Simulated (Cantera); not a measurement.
Feed: 1 mol SiCl4, 1.4 mol HCl, 0.32 mol H2, equilibrated at 923 K and 248 Torr.

Equilibrium computed with Cantera from the NASA thermochemical tables; the gas is ideal and each condensed phase is pure. Candidate condensed phases: Si; 19 gas species. Equilibrium is a limit: real reactors are often held back by kinetics, nucleation or transport.

Base state: HCl 0.515, SiCl4 0.367, H2 0.117, SiHCl3 0.000298 (mole fractions); condensed: gas only.

### Question
What changes in the equilibrium state with this change: H2 from 0.32 to 2.3 mol?

### Answer
| species | before | after |
|---|---|---|
| H2 | 0.117 | 0.488 |
| HCl | 0.515 | 0.299 |
| SiCl4 | 0.367 | 0.212 |
| SiHCl3 | 0.000298 | 0.00123 |
| SiCl3 | 9.01e-6 | 1.82e-5 |
The tables' values for SiCl3 are old estimates; treat these amounts as uncertain.
